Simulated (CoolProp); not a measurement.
Vapour pressure (kPa) of nitrous oxide: the reference equation beside estimates from Tc = 36.4 °C, pc = 7245 kPa, ω = 0.161.

Values from CoolProp's reference Helmholtz-energy equation of state, Lemmon 2006. It is a short technical equation, of lower accuracy than the large ones.

```tsv
T (°C)	reference	Redlich-Kwong	Peng-Robinson
-63.75	364.4	471.8	365.3
-57.55	477.0	607.6	476.9
-51.45	611.7	766.8	610.5
-45.25	775.9	957.0	773.4
-39.15	967.4	1175	963.7
-32.95	1196	1429	1191
-26.75	1461	1720	1456
-20.65	1763	2044	1758
-14.45	2113	2413	2109
-8.35	2504	2819	2503
-2.15	2953	3275	2956
4.05	3459	3779	3466
10.15	4016	4323	4030
16.35	4647	4926	4668
```

Absolute difference from the reference over all 14 rows, mean and median: Redlich-Kwong 17.2 and 16.8 %, Peng-Robinson 0.3 and 0.3 %.
